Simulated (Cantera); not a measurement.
Feed: 1 mol SiCl₄, 2.5 mol N₂, 9.1 mol H₂, 28 mol NH₃, equilibrated at 1377 °C.

Method: chemical equilibrium by Gibbs-energy minimisation in Cantera with the NASA 1993 tables (ideal gas, pure condensed phases). Candidate condensed phases: NH₄Cl, Si, Si₃N₄; 28 gas species. Rates play no part.

Problem. Which condensed phases are stable at each of these points (P (Pa)): 5, 15, 45, 140, 410, 1200, 3700, 11000, 33000, 100000?

Solution. 
```
P (Pa)  condensed phases  Si condensed (%)
------  ----------------  ----------------
5                  Si(s)               1.5
15                 Si(s)              28.0
45                 Si(s)              37.0
140                Si(s)              40.2
410             Si₃N₄(s)              48.2
1200            Si₃N₄(s)              67.7
3700            Si₃N₄(s)              81.9
11000           Si₃N₄(s)              90.3
33000           Si₃N₄(s)              95.0
100000          Si₃N₄(s)              97.4
```

From 0.0375 Torr to 1.05 Torr the condensed part is Si(s). From 3.08 Torr to 750 Torr the condensed part is Si₃N₄(s).
